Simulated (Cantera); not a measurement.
Cantera run:

```python
import numpy as np
import cantera as ct

gas_names = """
    N NO NO2 NO3 N2 N2O O O2 O3 Si SiN SiO SiO2 Si2 Si2N Si3
""".split()
cond_names = """
    Si(cr) Si(L) SiO2(Lqz) SiO2(hqz) SiO2(L) Si2N2O(s) Si3N4(a)
""".split()


def load(file, names, dense=False):
    # The tables refer to 1 bar. Condensed volumes are neglected.
    table = {s.name: s for s in ct.Species.list_from_file(file)}
    out = []
    for n in names:
        d = dict(table[n].input_data)
        d["thermo"] = dict(d["thermo"], **{"reference-pressure": 1e5})
        if dense:
            d["equation-of-state"] = {"model": "constant-volume", "density": "1e6 g/cm^3"}
        out.append(ct.Species.from_dict(d))
    return out


gas = ct.Solution(thermo="ideal-gas", species=load("nasa_gas.yaml", gas_names))
cond = {s.name: ct.Solution(thermo="fixed-stoichiometry", species=[s], name=s.name)
        for s in load("nasa_condensed.yaml", cond_names, dense=True)}
atoms = {
    'SiO2': {'Si': 1, 'O': 2},
    'N2': {'N': 2},
}
top_T = {'Si2N2O(s)': 2100, 'Si3N4(a)': 2400}  # K; cautious upper limits of use, not melting points


def equilibrate(T, P, feed):
    n = {}
    for name, mol in feed.items():
        for a, k in atoms[name].items():
            n[a] = n.get(a, 0.0) + k * mol
    gas.TPX = T, P, n
    mass = sum(n.values()) * gas.mean_molecular_weight
    gas.equilibrate("TP")
    valid = [c for c in cond.values() if c.min_temp <= T <= top_T.get(c.name, c.max_temp)]
    mix = ct.Mixture([(gas, mass / gas.mean_molecular_weight)] + [(c, 0.0) for c in valid])
    mix.T, mix.P = T, P
    mix.equilibrate("TP", solver="vcs", rtol=1e-11, max_steps=5000)
    return mix


results = []
feed = {'SiO2': 1, 'N2': 0.76}  # mol
T = 1950  # K
P = 101325  # Pa
mix = equilibrate(T, P, feed)
results.append((T, P, feed, dict(zip(mix.species_names, mix.species_moles))))
x = sorted(zip(gas.X, gas.species_names), reverse=True)
print(f"T = {T:g} K  P = {P:g} Pa  gas = {mix.phase_moles(0):.4g} mol")
print("   x: " + "  ".join(f"{s} {v:.3e}" for v, s in x if v > 1e-06))
print("   condensed (mol): " + ("  ".join(f"{mix.phase(i).name} {mix.phase_moles(i):.4g}"
      for i in range(1, mix.n_phases) if mix.phase_moles(i) > 1e-12) or "none"))
```

Output:

```
T = 1950 K  P = 101325 Pa  gas = 0.76 mol
   x: N2 1.000e+00  SiO 1.056e-05  NO 9.604e-06
   condensed (mol): SiO2(L) 1
```

Equilibrium computed with Cantera from the NASA thermochemical tables; the gas is ideal and each condensed phase is pure. The tables hold silica as quartz up to 1696 K and as liquid above; real silica turns to tridymite and cristobalite and melts near 1996 K.
